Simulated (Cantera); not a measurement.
Cantera run:

```python
import numpy as np
import cantera as ct

gas_names = """
    H HO2 H2 H2O H2O2 O OH O2 O3 Si SiH SiH2 SiH3 SiH4 SiO SiO2 Si2 Si3
""".split()
cond_names = """
    H2O(s) H2O(L) Si(cr) Si(L) SiO2(Lqz) SiO2(hqz) SiO2(L)
""".split()


# ... load() reads the species with a 1 bar reference pressure and builds the phases ...
atoms = {
    'Si2H6': {'Si': 2, 'H': 6},
    'H2O': {'H': 2, 'O': 1},
    'O3': {'O': 3},
}
top_T = {}  # K; cautious upper limits of use, not melting points


# ... equilibrate(T, P, feed) seeds the gas with the atoms and calls Mixture.equilibrate('TP', solver="vcs", rtol=1e-11, max_steps=5000) ...
results = []
feed = {'Si2H6': 1, 'H2O': 0.29, 'O3': 9}  # mol
P = 13332.2  # Pa
for T in [1398, 1498, 1598, 1698, 1798, 1898, 1998, 2098]:
    mix = equilibrate(T, P, feed)
    results.append((T, P, feed, dict(zip(mix.species_names, mix.species_moles))))

top = {s: max(r[3][s] / sum(r[3][g] for g in gas_names) for r in results) for s in gas_names}
cols = sorted((s for s in top if top[s] > 0.001), key=lambda s: -top[s])[:8]
seen = [c for c in cond_names if any(r[3].get(c, 0) > 1e-12 for r in results)]
print("log10 of partial pressures in bar; condensed amounts in mol")
print(f"{'T/K':>10s}" + "".join(f"{s[:9]:>10s}" for s in cols + seen))
for T, P, feed, n in results:
    ng = sum(n[g] for g in gas_names)
    print(f"{T:10.4g}" + "".join(f"{np.log10(max(n[s] / ng * P / 1e5, 1e-99)):10.3f}" for s in cols)
          + "".join(f"{n.get(c, 0):10.4g}" for c in seen))
```

It prints:

```
log10 of partial pressures in bar; condensed amounts in mol
       T/K        O2       H2O        OH         O SiO2(hqz)   SiO2(L)
      1398    -0.999    -1.482    -4.841    -6.537         2         0
      1498    -0.999    -1.482    -4.435    -5.903         2         0
      1598    -0.999    -1.482    -4.080    -5.348         2         0
      1698    -0.999    -1.483    -3.767    -4.858         0         2
      1798    -0.999    -1.484    -3.489    -4.423         0         2
      1898    -1.000    -1.486    -3.241    -4.033         0         2
      1998    -1.001    -1.489    -3.019    -3.682         0         2
      2098    -1.003    -1.495    -2.819    -3.365         0         2
```

Method: chemical equilibrium by Gibbs-energy minimisation in Cantera with the NASA 1993 tables (ideal gas, pure condensed phases). The feed counts by its element totals alone. The tables hold silica as quartz up to 1696 K and as liquid above; real silica turns to tridymite and cristobalite and melts near 1996 K. Gases not in the tables: Si(OH)4.
